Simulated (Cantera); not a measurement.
What does this Cantera script print?

```python
import numpy as np
import cantera as ct

gas_names = """
    C CH CH2 CH3 CH2OH CH3O CH4 CH3OH CO CO2 COOH C2 C2H CHCO,ketyl C2H2,acetylene C2H2,vinylidene
    CH2CO,ketene C2H3,vinyl CH3CO,acetyl C2H4 C2H4O,ethylen CH3CHO,ethanal CH3COOH (HCOOH)2 C2H5 C2H6
    CH3OCH3 C2H5OH C2O C3 C3H3,propargyl C3H4,allene C3H4,propyne C3H4,cyclo- C3H5,allyl C3H6,propylene
    C3H6,cyclo- C3H6O C3H7,n-propyl C3H7,i-propyl C3H8 C3H8O,1propanol C3H8O,2propanol C3O2 C4 C4H2
    C4H4,1,3-cyclo- C4H6,butadiene C4H6,2-butyne C4H6,cyclo- C4H8,1-butene C4H8,cis2-buten
    C4H8,tr2-butene C4H8,isobutene C4H8,cyclo- (CH3COOH)2 C4H9,n-butyl C4H9,i-butyl C4H9,s-butyl
    C4H9,t-butyl C4H10,isobutane C4H10,n-butane C5 C5H6,1,3cyclo- C5H8,cyclo- C5H10,1-pentene
    C5H10,cyclo- C5H11,pentyl C5H11,t-pentyl C5H12,n-pentane C5H12,i-pentane CH3C(CH3)2CH3 C6H2
    C6H5,phenyl C6H5O,phenoxy C6H6 C6H5OH,phenol C6H10,cyclo- C6H12,1-hexene C6H12,cyclo- C6H13,n-hexyl
    C7H7,benzyl C7H8 C7H8O,cresol C7H14,1-heptene C7H15,n-heptyl C7H16,n-heptane C8H8,styrene
    C8H10,ethylbenz C8H16,1-octene C8H17,n-octyl C8H18,isooctane C8H18,n-octane C9H19,n-nonyl
    C10H8,naphthale C10H21,n-decyl C12H9,o-bipheny C12H10,bipheny H HCO HO2 H2 HCHO,formaldehy HCOOH H2O
    H2O2 O OH O2 O3 Si SiC SiC2 SiC4H12 SiH SiH2 SiH3 SiH4 SiO SiO2 Si2 Si2C Si3
""".split()
cond_names = """
    C(gr) C6H6(L) C7H8(L) C8H18(L),n-octa H2O(s) H2O(L) Si(cr) Si(L) SiC(b) SiO2(Lqz) SiO2(hqz) SiO2(L)
""".split()


def load(file, names, dense=False):
    # The tables refer to 1 bar. Condensed volumes are neglected.
    table = {s.name: s for s in ct.Species.list_from_file(file)}
    out = []
    for n in names:
        d = dict(table[n].input_data)
        d["thermo"] = dict(d["thermo"], **{"reference-pressure": 1e5})
        if dense:
            d["equation-of-state"] = {"model": "constant-volume", "density": "1e6 g/cm^3"}
        out.append(ct.Species.from_dict(d))
    return out


gas = ct.Solution(thermo="ideal-gas", species=load("nasa_gas.yaml", gas_names))
cond = {s.name: ct.Solution(thermo="fixed-stoichiometry", species=[s], name=s.name)
        for s in load("nasa_condensed.yaml", cond_names, dense=True)}
atoms = {
    'CH3SiH3': {'C': 1, 'H': 6, 'Si': 1},
    'CH4': {'C': 1, 'H': 4},
    'H2': {'H': 2},
    'O2': {'O': 2},
}
top_T = {'C(gr)': 4500, 'SiC(b)': 3050}  # K; cautious upper limits of use, not melting points


def equilibrate(T, P, feed):
    n = {}
    for name, mol in feed.items():
        for a, k in atoms[name].items():
            n[a] = n.get(a, 0.0) + k * mol
    gas.TPX = T, P, n
    mass = sum(n.values()) * gas.mean_molecular_weight
    gas.equilibrate("TP")
    valid = [c for c in cond.values() if c.min_temp <= T <= top_T.get(c.name, c.max_temp)]
    mix = ct.Mixture([(gas, mass / gas.mean_molecular_weight)] + [(c, 0.0) for c in valid])
    mix.T, mix.P = T, P
    mix.equilibrate("TP", solver="vcs", rtol=1e-11, max_steps=5000)
    return mix


results = []
feed = {'CH3SiH3': 1, 'CH4': 0.011, 'H2': 5.6, 'O2': 0.0005}  # mol
P = 110  # Pa
for T in [975, 1025, 1075, 1125, 1175, 1225, 1275, 1325, 1375, 1425, 1475, 1525, 1575, 1625]:
    mix = equilibrate(T, P, feed)
    results.append((T, P, feed, dict(zip(mix.species_names, mix.species_moles))))

top = {s: max(r[3][s] / sum(r[3][g] for g in gas_names) for r in results) for s in gas_names}
cols = sorted((s for s in top if top[s] > 1e-06), key=lambda s: -top[s])[:7]
seen = [c for c in cond_names if any(r[3].get(c, 0) > 1e-12 for r in results)]
print("log10 of partial pressures in bar; condensed amounts in mol")
print(f"{'T/K':>10s}" + "".join(f"{s[:9]:>10s}" for s in cols + seen))
for T, P, feed, n in results:
    ng = sum(n[g] for g in gas_names)
    print(f"{T:10.4g}" + "".join(f"{np.log10(max(n[s] / ng * P / 1e5, 1e-99)):10.3f}" for s in cols)
          + "".join(f"{n.get(c, 0):10.4g}" for c in seen))
```

Result:

```
log10 of partial pressures in bar; condensed amounts in mol
       T/K        H2         H       CH4        CO C2H2,acet        Si     C(gr)    SiC(b) SiO2(hqz)
       975    -2.959   -10.421    -6.818    -7.311   -12.203   -19.858  0.009734    0.9997 0.0003084
      1025    -2.959    -9.840    -7.051    -6.894   -11.615   -18.497  0.009304         1         0
      1075    -2.959    -9.313    -7.263    -6.894   -11.082   -17.263  0.009573         1         0
      1125    -2.959    -8.832    -7.457    -6.894   -10.598   -16.140  0.009727         1         0
      1175    -2.959    -8.391    -7.635    -6.894   -10.155   -15.112  0.009818         1         0
      1225    -2.959    -7.986    -7.799    -6.894    -9.748   -14.170  0.009874         1         0
      1275    -2.959    -7.612    -7.950    -6.895    -9.374   -13.301  0.009907         1         0
      1325    -2.959    -7.266    -8.090    -6.895    -9.029   -12.499  0.009923         1         0
      1375    -2.959    -6.944    -8.220    -6.895    -8.709   -11.755  0.009924         1         0
      1425    -2.959    -6.645    -8.341    -6.895    -8.412   -11.064  0.009906         1         0
      1475    -2.959    -6.366    -8.454    -6.895    -8.135   -10.421  0.009861         1         0
      1525    -2.959    -6.106    -8.560    -6.895    -7.877    -9.820  0.009775         1         0
      1575    -2.959    -5.861    -8.659    -6.896    -7.635    -9.257  0.009629         1         0
      1625    -2.960    -5.631    -8.752    -6.896    -7.409    -8.730  0.009395         1         0
```

Method: chemical equilibrium by Gibbs-energy minimisation in Cantera with the NASA 1993 tables (ideal gas, pure condensed phases). The feed counts by its element totals alone.
